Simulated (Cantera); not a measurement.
Charge: 1 mol Fe2O3, 1.1 mol CH4, 0.12 mol N2, 1.2 mol C, held at 925 °C and 17.0 Pa.

Method: chemical equilibrium by Gibbs-energy minimisation in Cantera with the NASA 1993 tables (ideal gas, pure condensed phases). Candidate condensed phases: C, C6H6, C7H8, C8H18, Fe, Fe(CO)5, FeO, Fe(OH)2, Fe(OH)3, Fe2O3, Fe3O4, H2O; 140 gas species. Rates play no part.

Base state: CO 0.430, H2 0.392, H2O 0.0840, CO2 0.0675, N2 0.0260 (mole fractions); condensed: Fe(γ).

What changes in the equilibrium state with this change: CH4 from 1.1 to 1.6 mol?


| species | before | after |
|---|---|---|
| H2 | 0.392 | 0.503 |
| CO | 0.430 | 0.445 |
| H2O | 0.0840 | 0.0198 |
| CO2 | 0.0675 | 0.0128 |
| N2 | 0.0260 | 0.0196 |
| H | 9.16e-6 | 1.04e-5 |
| Fe(γ), mol | 2.00 | 2.00 |
